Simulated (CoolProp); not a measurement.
A simple Rankine cycle with trans-2-butene: condensing at 297.15 K, boiler at 0.654 MPa, turbine inlet 340.1 K, turbine efficiency 0.6, pump efficiency 0.6, no recuperator. Each further row changes one setting.

The numbers come from the reference Helmholtz-energy equation of state, Lemmon 2005 in CoolProp. It is a short technical equation, of lower accuracy than the large ones.

```
case                             thermal efficiency (%)  net work (kJ/kg)  heat in (kJ/kg)  turbine exit temperature (K)  volume ratio over the turbine
-------------------------------  ----------------------  ----------------  ---------------  ----------------------------  -----------------------------
as stated                                           6.0              26.1              439                         314.9                           2.92
turbine inlet 360.1 K                               6.0              28.5              478                         336.1                           2.89
condensing temperature 289.15 K                       ?              32.6                ?                         309.7                           3.78
boiler pressure 0.458 MPa                           4.1              18.4              448                         324.4                           2.01
turbine efficiency 0.5                              4.9              21.6              439                             ?                              ?
```

What belongs in the gaps?


- condensing temperature 289.15 K, thermal efficiency (%): 7.1
- condensing temperature 289.15 K, heat in (kJ/kg): 457
- turbine efficiency 0.5, turbine exit temperature (K): 317.6
- turbine efficiency 0.5, volume ratio over the turbine: 2.95
